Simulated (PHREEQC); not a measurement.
Consider water at 25 °C with 55 mmol/kgw NiSO4, 0.11 mmol/kgw KCl and 6.3 mmol/kgw HCl. Closed to the air; pH follows from the charge balance.

The numbers come from PHREEQC with the ion-association model, wateq4f.dat.

```yaml
pH: 2.60
ionic_strength: 0.132 mol/kgw
total_alkalinity: -6.30 meq/kg
```

```csv
species,molality,activity,log γ
Ni+2,0.0330,0.0114,-0.463
SO4-2,0.0299,0.0101,-0.470
NiSO4,0.0218,0.0225,0.013
Cl-,0.00623,0.00463,-0.129
HSO4-,0.00324,0.00245,-0.121
H+,0.00306,0.00249,-0.089
NiCl+,0.000173,0.000132,-0.116
K+,0.000103,7.65e-5,-0.129
Ni(SO4)2-2,3.55e-5,1.22e-5,-0.463
KSO4-,7.07e-6,5.45e-6,-0.113
NiCl2,2.16e-6,2.22e-6,0.013
```

Precipitation was switched off in this run.
